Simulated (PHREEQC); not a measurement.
Polishing slurry liquid: an equilibrium model

Dissolve 2.6 mmol/kgw H2SO4, 1.2 mmol/kgw KNO3 and 19 mmol/kgw CO2 at 25 °C. Closed to the air; pH follows from the charge balance.

All values are PHREEQC results (ion-association model, phreeqc.dat), not measurements.

```
Item                            Value
--------------------  ---------------
pH                               2.37
ionic strength        0.00774 mol/kgw
specific conductance       1980 µS/cm
total alkalinity         -5.20 meq/kg
```

```json
[
 {"species": "CO2", "molality": "0.0190", "activity": "0.0190", "log γ": "0.001"},
 {"species": "H+", "molality": "0.00458", "activity": "0.00422", "log γ": "-0.036"},
 {"species": "SO4-2", "molality": "0.00197", "activity": "0.00137", "log γ": "-0.157"},
 {"species": "NO3-", "molality": "0.00120", "activity": "0.00109", "log γ": "-0.041"},
 {"species": "K+", "molality": "0.00119", "activity": "0.00108", "log γ": "-0.041"},
 {"species": "HSO4-", "molality": "0.000618", "activity": "0.000563", "log γ": "-0.040"},
 {"species": "KSO4-", "molality": "1.14e-5", "activity": "1.04e-5", "log γ": "-0.039"},
 {"species": "(CO2)2", "molality": "6.63e-6", "activity": "6.64e-6", "log γ": "0.001"}
]
```

Precipitation was switched off in this run.
